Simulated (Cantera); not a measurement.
A closed system holds: 1 mol AlN, 4.3 mol Cl2, 0.59 mol N2, at 1125 K and 13.3 mbar.

Cantera equilibrium calculation (NASA polynomials, part measured and part estimated; ideal gas, pure solids and liquids). Candidate condensed phases: Al, AlCl3, AlN; 11 gas species. The numbers say what is thermodynamically allowed, not how fast it happens.

Base state: Cl2 0.562, N2 0.221, AlCl3 0.203, Cl 0.0133, Al2Cl6 1.19e-5 (mole fractions); condensed: gas only.

Question: What changes in the equilibrium state with this change: temperature from 1125 K to 1775 K?

Answer: 
```csv
species,before,after
Cl,0.0133,0.640
N2,0.221,0.152
AlCl3,0.203,0.139
Cl2,0.562,0.0694
AlCl2,<1e-9,9.58e-5
Al2Cl6,1.19e-5,8.00e-8
```
The tables' values for AlCl2 are old estimates; treat these amounts as uncertain.
